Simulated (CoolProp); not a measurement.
Properties of n-hexane along the isotherm 246.45 °C.

Model: reference Helmholtz-energy equation of state, Thol 2019, in CoolProp.

| p (bar) | phase | density (kg/m³) | viscosity (µPa s) | fugacity coefficient |
|---|---|---|---|---|
| 12.7 | gas | 29.76 | 12.2 | 0.8682 |
| 25.4 | gas | 77.72 | 15.1 | 0.7400 |
| 38.1 | supercritical | 293.9 | 35.0 | 0.6006 |
| 50.7 | supercritical | 368.9 | 48.8 | 0.4859 |
| 63.4 | supercritical | 396.1 | 55.4 | 0.4151 |
| 76.1 | supercritical | 413.8 | 60.4 | 0.3681 |
| 88.8 | supercritical | 427.2 | 64.5 | 0.3351 |
| 101 | supercritical | 437.7 | 68.0 | 0.3116 |
| 114 | supercritical | 447.2 | 71.4 | 0.2928 |
| 127 | supercritical | 455.4 | 74.4 | 0.2783 |
| 140 | supercritical | 462.7 | 77.3 | 0.2672 |
| 152 | supercritical | 468.8 | 79.8 | 0.2590 |

Viscosity comes from a separate model (Michailidou 2013).
